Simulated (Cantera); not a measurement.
## Ignition delay

Mixture: H2 : O2 : N2 = 1 : 0.417 : 1.57 (molar parts), equivalence ratio 1.2, at 3750 Torr, adiabatic and at constant pressure. Ignition delay is the time to a rise of 400 K.

Cantera simulation using GRI-Mech 3.0 (53 species, 325 reactions); the numbers are that mechanism's predictions, not measurements. The hydrogen kinetics of GRI-Mech 3.0 are dated; newer H2 mechanisms differ, most at raised pressure. Where the delays flatten at high temperature, the 400 K rule measures the pace of heat release, not the induction time.

```tsv
T0 (K)	delay (ms)
1250	0.00970
1325	0.00587
1400	0.00409
1475	0.00308
1550	0.00245
1625	0.00203
1700	0.00175
1775	0.00156
1850	0.00143
```
